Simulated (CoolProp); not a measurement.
The numbers come from the reference Helmholtz-energy equation of state, Lemmon 2006 in CoolProp. It is a short technical equation, of lower accuracy than the large ones.

Question: For C2F6 (R116), give the phase and the Joule-Thomson coefficient (K/MPa), viscosity (µPa s) at 339.7 K and 11.5 MPa; 374.4 K and 0.0133 MPa.

Answer: 
- 339.7 K and 11.5 MPa: supercritical; Joule-Thomson coefficient 1.07, viscosity 74.5
- 374.4 K and 0.0133 MPa: gas; Joule-Thomson coefficient 4.47, viscosity 17.5

Viscosity comes from a separate model (Huber 2003), an estimate that may be off by 10 % or more.
